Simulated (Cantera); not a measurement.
Input (Python, Cantera):

```python
import numpy as np
import cantera as ct

gas = ct.Solution("gri30.yaml")
gas.TPX = 1325, 660, {'N2O': 1, 'H2': 0.0028, 'N2': 5.7}
reactor = ct.IdealGasConstPressureReactor(gas, energy="off", clone=False)
net = ct.ReactorNet([reactor])
net.rtol, net.atol = 1e-08, 1e-18
show = ['N2O', 'H2', 'HO2', 'O', 'NO', 'H']
times = np.geomspace(0.0006, 2, 14)

steps = ct.SolutionArray(gas, extra=["t"])
rows = []
print(f"{'t/s':>10s}{'T/K':>9s}{'P/Pa':>11s}" + "".join(f"{s:>11s}" for s in show))
for t in times:
    while net.time < t:
        t_next = net.step()
        steps.append(gas.state, t=t_next)
    rows.append([np.interp(t, steps.t, y) for y in (steps.T, steps.P, *steps(*show).X.T)])
    print(f"{t:10.3e}{rows[-1][0]:9.1f}{rows[-1][1]:11.4g}" + "".join(f"{x:11.3e}" for x in rows[-1][2:]))
rate = np.gradient(steps.T, steps.t)
print("integrator steps:", len(steps.t))
if steps.T.max() > steps.T[0] + 200:
    print(f"time of steepest temperature rise: {steps.t[rate.argmax()]:.4e} s")
gas.TPX = 1325, 660, {'N2O': 1, 'H2': 0.0028, 'N2': 5.7}
gas.equilibrate("TP")
print(f"equilibrium (TP): T = {gas.T:.1f} K  " + "  ".join(f"{s} {gas[s].X[0]:.3e}" for s in show))
```

Result:

```
       t/s      T/K       P/Pa        N2O         H2        HO2          O         NO          H
 6.000e-04   1325.0        660  1.492e-01  4.177e-04  1.672e-11  1.434e-06  3.496e-08  6.709e-09
 1.120e-03   1325.0        660  1.492e-01  4.177e-04  1.168e-10  2.502e-06  1.167e-07  1.643e-08
 2.090e-03   1325.0        660  1.492e-01  4.176e-04  7.879e-10  4.136e-06  3.756e-07  3.495e-08
 3.901e-03   1325.0        660  1.492e-01  4.173e-04  4.914e-09  6.244e-06  1.137e-06  6.643e-08
 7.280e-03   1325.0        660  1.492e-01  4.164e-04  2.720e-08  8.236e-06  3.137e-06  1.176e-07
 1.359e-02   1325.0        660  1.491e-01  4.137e-04  1.281e-07  9.290e-06  7.671e-06  1.996e-07
 2.536e-02   1325.0        660  1.491e-01  4.055e-04  4.807e-07  9.435e-06  1.672e-05  3.280e-07
 4.732e-02   1325.0        660  1.489e-01  3.821e-04  1.278e-06  9.365e-06  3.378e-05  4.932e-07
 8.832e-02   1325.0        660  1.486e-01  3.259e-04  2.016e-06  9.420e-06  6.537e-05  5.772e-07
 1.648e-01   1325.0        660  1.481e-01  2.302e-04  1.988e-06  9.609e-06  1.234e-04  4.450e-07
 3.077e-01   1325.0        660  1.472e-01  1.256e-04  1.495e-06  9.823e-06  2.301e-04  2.273e-07
 5.742e-01   1325.0        660  1.457e-01  5.051e-05  8.761e-07  9.992e-06  4.299e-04  8.985e-08
 1.072e+00   1325.0        660  1.429e-01  1.371e-05  4.154e-07  1.010e-05  8.069e-04  3.578e-08
 2.000e+00   1325.0        660  1.381e-01  1.940e-06  1.911e-07  1.016e-05  1.503e-03  2.107e-08
integrator steps: 652
equilibrium (TP): T = 1325.0 K  N2O 1.683e-09  H2 2.452e-09  HO2 3.643e-10  O 8.970e-07  NO 2.909e-04  H 1.003e-09
```

Model: GRI-Mech 3.0 (53 species, 325 reactions), integrated in Cantera. GRI-Mech 3.0 was tuned for natural gas; its chemistry of N2O as a main component is partial and can be far from experiment. Radical loss at walls, strong at low pressure, is not modelled. The mechanism lacks the step 2 NO + O2 → 2 NO2, which can matter for NO2 below about 1400 K. The temperature is held fixed by assumption; the heat of reaction is taken as removed at once.
